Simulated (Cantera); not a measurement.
Input: 1 mol BF3, 2.9 mol O2, 1.2 mol H2, at 11.0 Pa.

Cantera equilibrium calculation (NASA polynomials, part measured and part estimated; ideal gas, pure solids and liquids). Candidate condensed phases: B, B2O3, B3O3H3, H2O; 43 gas species. Rates play no part.

Which condensed phases are stable at each of these points (T (°C)): 827, 927, 1027, 1127, 1227, 1327, 1427, 1527, 1627, 1727?


```csv
T (°C),condensed phases,B condensed (%)
827,B2O3(l),18.3
927,gas only,0.0
1027,gas only,0.0
1127,gas only,0.0
1227,gas only,0.0
1327,gas only,0.0
1427,gas only,0.0
1527,gas only,0.0
1627,gas only,0.0
1727,gas only,0.0
```

At 827 °C the condensed part is B2O3(l). From 927 °C to 1727 °C nothing is condensed.
